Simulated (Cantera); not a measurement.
A perfectly stirred reactor is fed with CH4 : O2 : N2 : H2O = 1 : 2.27 : 8.55 : 0.88 (molar parts), equivalence ratio 0.88, at 520000 Pa; it is adiabatic with a 600 K inlet, and is followed from long to short residence time, starting on the burning branch (τ in s: 0.022, 0.011, 0.006, 0.0031, 0.0016, 0.00084, 0.00044, 0.00023, 0.00012, 6.2e-05, 3.2e-05, 1.7e-05, 8.7e-06).

Cantera simulation using GRI-Mech 3.0 (53 species, 325 reactions); the numbers are that mechanism's predictions, not measurements.

Question: What does this change do: 0.6 parts CO2 added?

Answer: 
| quantity | before | after |
|---|---|---|
| blow-out, bracketed by the residence times tried | burning at 32.0 µs, out at 17.0 µs | burning at 62.0 µs, out at 32.0 µs |
| x(CH4) at τ = 22.0 ms | 4.48e-6 | 6.69e-6 |
| x(O2) at τ = 22.0 ms | 0.0214 | 0.0207 |
| x(H2O) at τ = 22.0 ms | 0.224 | 0.214 |
| x(CH2) at τ = 22.0 ms | 1.10e-7 | 1.16e-7 |
| x(CO) at τ = 22.0 ms | 0.00174 | 0.00172 |
| x(CH4) at τ = 0.440 ms | 0.000105 | 0.000137 |
| x(O2) at τ = 0.440 ms | 0.0253 | 0.0254 |
| x(H2O) at τ = 0.440 ms | 0.219 | 0.209 |
| x(CH2) at τ = 0.440 ms | 3.12e-6 | 3.09e-6 |
| x(CO) at τ = 0.440 ms | 0.00733 | 0.00925 |

Question: What does this change do: N2 8.55 to 6.4 parts?

Answer: 
| quantity | before | after |
|---|---|---|
| blow-out, bracketed by the residence times tried | burning at 32.0 µs, out at 17.0 µs | burning at 17.0 µs, out at 8.70 µs |
| x(CH4) at τ = 22.0 ms | 4.48e-6 | 1.81e-6 |
| x(O2) at τ = 22.0 ms | 0.0214 | 0.0258 |
| x(H2O) at τ = 22.0 ms | 0.224 | 0.265 |
| x(CH2) at τ = 22.0 ms | 1.10e-7 | 7.30e-8 |
| x(CO) at τ = 22.0 ms | 0.00174 | 0.00547 |
| x(CH4) at τ = 0.440 ms | 0.000105 | 6.56e-5 |
| x(O2) at τ = 0.440 ms | 0.0253 | 0.0302 |
| x(H2O) at τ = 0.440 ms | 0.219 | 0.261 |
| x(CH2) at τ = 0.440 ms | 3.12e-6 | 2.76e-6 |
| x(CO) at τ = 0.440 ms | 0.00733 | 0.00986 |
